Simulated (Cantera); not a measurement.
An isothermal, constant-pressure homogeneous reactor starts with 0.587 % H₂, 99.4 % O₂, equivalence ratio 0.0029, at 1025 K and 29.3 Torr.

Detailed kinetics in Cantera: GRI-Mech 3.0 (53 species, 325 reactions). Radical loss at walls, strong at low pressure, is not modelled.

x: mole fraction; the columns are a selection and need not sum to one.

| t (s) | x H₂ | x O₂ | x HO₂ | x O | x H |
|---|---|---|---|---|---|
| 5.00e-5 | 0.00587 | 0.994 | 1.63e-11 | 7.25e-12 | 9.15e-12 |
| 0.000139 | 0.00587 | 0.994 | 4.60e-11 | 3.56e-11 | 1.49e-11 |
| 0.000387 | 0.00587 | 0.994 | 1.30e-10 | 1.66e-10 | 2.97e-11 |
| 0.00108 | 0.00587 | 0.994 | 3.91e-10 | 1.19e-9 | 1.28e-10 |
| 0.00300 | 0.00587 | 0.994 | 3.03e-9 | 5.16e-8 | … |
| 0.00834 | 0.00476 | 0.993 | 5.58e-6 | 0.000704 | … |
| 0.0232 | 2.26e-5 | 0.992 | 2.40e-6 | 0.00153 | … |
| 0.0646 | 2.91e-6 | 0.994 | 1.11e-6 | 0.000411 | … |
| 0.180 | 5.01e-7 | 0.994 | 4.19e-7 | 7.69e-5 | … |
| 0.500 | 7.29e-8 | 0.994 | 1.23e-7 | 1.25e-5 | … |
| 1.39 | 1.08e-8 | 0.994 | 3.05e-8 | 2.17e-6 | … |
| 3.87 | 1.92e-9 | 0.994 | 7.64e-9 | 4.55e-7 | 2.26e-10 |
| 10.8 | 4.29e-10 | 0.994 | 2.13e-9 | 1.15e-7 | 2.87e-11 |
| 30.0 | 1.16e-10 | 0.994 | 7.27e-10 | 3.34e-8 | 4.49e-12 |

Complete the blanks.


- 0.00300, x H: 4.85e-9
- 0.00834, x H: 9.42e-5
- 0.0232, x H: 4.83e-5
- 0.0646, x H: 5.94e-6
- 0.180, x H: 4.80e-7
- 0.500, x H: 3.19e-8
- 1.39, x H: 2.34e-9
